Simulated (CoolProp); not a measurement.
Vapour-liquid equilibrium of n-perfluoropentane (1) + n-pentane (2) at 386.4 K; x and y are mole fractions of (1).

Model: multi-fluid Helmholtz-energy mixture model, Gao 2022 and Thol 2019; pair parameters Bell 2016, in CoolProp.

```
x     bubble pressure (MPa)  y at the bubble point  dew pressure at overall composition x (MPa)  liquid density (mol/L)
----  ---------------------  ---------------------  -------------------------------------------  ----------------------
0.05                 0.9365                  0.163                                       0.8308                   6.922
0.2              (withheld)                  0.365                                       0.9747              (withheld)
0.35                  1.254                  0.452                                   (withheld)                   5.533
0.5                   1.289             (withheld)                                        1.282              (withheld)
0.65                  1.281                  0.614                                        1.267                   4.676
0.8              (withheld)                  0.738                                        1.176                   4.436
0.95                  1.088                  0.921                                   (withheld)                   4.272
```

### Question
Fill in the missing entries.

### Answer

- 0.2, bubble pressure (MPa): 1.167
- 0.2, liquid density (mol/L): 6.168
- 0.35, dew pressure at overall composition x (MPa): 1.149
- 0.5, y at the bubble point: 0.524
- 0.5, liquid density (mol/L): 5.034
- 0.8, bubble pressure (MPa): 1.218
- 0.95, dew pressure at overall composition x (MPa): 1.067

y crosses x between x = 0.5 and 0.65: the model has an azeotrope there.

The pair parameters rest on a limited set of measurements; away from them the model extrapolates.
